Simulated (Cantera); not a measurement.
An adiabatic, constant-pressure homogeneous reactor starts with 5.30 % CH4, 0.848 % CO, 19.7 % O2, 74.2 % N2, at 1598 K and 760 Torr.

Model: GRI-Mech 3.0 (53 species, 325 reactions), integrated in Cantera.

Predict: time of steepest temperature rise; temperature at 0.900 s; equilibrium temperature; x(CO) at 0.900 s; x(O2) at 0.900 s; x(HCO) at 0.900 s; x(N2O) at 0.900 s.


| Quantity | Value |
|---|---|
| time of steepest temperature rise | 0.413 ms |
| temperature at 0.900 s | 2540 K |
| equilibrium temperature | 2540 K |
| x(CO) at 0.900 s | 0.00849 (gas-phase equilibrium 0.00849) |
| x(O2) at 0.900 s | 0.0787 (gas-phase equilibrium 0.0787) |
| x(HCO) at 0.900 s | 1.71e-9 (gas-phase equilibrium 1.71e-9) |
| x(N2O) at 0.900 s | 7.83e-7 (gas-phase equilibrium 7.83e-7) |
